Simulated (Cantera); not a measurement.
An adiabatic, constant-volume homogeneous reactor starts with CO : H2 : CH4 : O2 : N2 = 1 : 0.19 : 0.73 : 0.979 : 3.68 (molar parts), equivalence ratio 2.1, at 950 K and 1000000 Pa. Integrator tolerance rtol = 1e-08.

Model: GRI-Mech 3.0 (53 species, 325 reactions), integrated in Cantera. Below about 1000 K GRI-Mech 3.0 lacks low-temperature oxidation paths.

**Question.** What does this change do: pressure from 1000000 Pa to 2500000 Pa?

**Answer.** 
```csv
quantity,before,after
time of steepest temperature rise,23.5 ms,14.5 ms
temperature at 1.00 s,2537 K,2543 K
equilibrium temperature,2537 K,2543 K
x(CO) at 1.00 s,0.203 (gas-phase equilibrium 0.203),0.203 (gas-phase equilibrium 0.203)
x(H2) at 1.00 s,0.101 (gas-phase equilibrium 0.101),0.101 (gas-phase equilibrium 0.101)
x(CH4) at 1.00 s,3.68e-9 (gas-phase equilibrium 4.05e-9),2.29e-8 (gas-phase equilibrium 2.49e-8)
x(C2H6) at 1.00 s,<1e-12 (gas-phase equilibrium <1e-12),<1e-12 (gas-phase equilibrium <1e-12)
x(C2H) at 1.00 s,<1e-12 (gas-phase equilibrium <1e-12),<1e-12 (gas-phase equilibrium <1e-12)
x(O2) at 1.00 s,3.01e-6 (gas-phase equilibrium 3.01e-6),1.28e-6 (gas-phase equilibrium 1.28e-6)
x(H2O) at 1.00 s,0.131 (gas-phase equilibrium 0.131),0.132 (gas-phase equilibrium 0.132)
```
The pressure lies above the range GRI-Mech 3.0 was tuned for (to about 10 atm).

**Question.** What does this change do: initial temperature 950 to 1125 K?

**Answer.** 
```
quantity                                                            before                                    after
---------------------------------  ---------------------------------------  ---------------------------------------
time of steepest temperature rise                                  23.5 ms                                  2.24 ms
temperature at 1.00 s                                               2537 K                                   2672 K
equilibrium temperature                                             2537 K                                   2672 K
x(CO) at 1.00 s                        0.203 (gas-phase equilibrium 0.203)      0.204 (gas-phase equilibrium 0.204)
x(H2) at 1.00 s                        0.101 (gas-phase equilibrium 0.101)    0.0994 (gas-phase equilibrium 0.0994)
x(CH4) at 1.00 s                   3.68e-9 (gas-phase equilibrium 4.05e-9)  1.68e-9 (gas-phase equilibrium 1.85e-9)
x(C2H6) at 1.00 s                    <1e-12 (gas-phase equilibrium <1e-12)    <1e-12 (gas-phase equilibrium <1e-12)
x(C2H) at 1.00 s                     <1e-12 (gas-phase equilibrium <1e-12)    <1e-12 (gas-phase equilibrium <1e-12)
x(O2) at 1.00 s                    3.01e-6 (gas-phase equilibrium 3.01e-6)  1.17e-5 (gas-phase equilibrium 1.17e-5)
x(H2O) at 1.00 s                       0.131 (gas-phase equilibrium 0.131)      0.132 (gas-phase equilibrium 0.132)
```
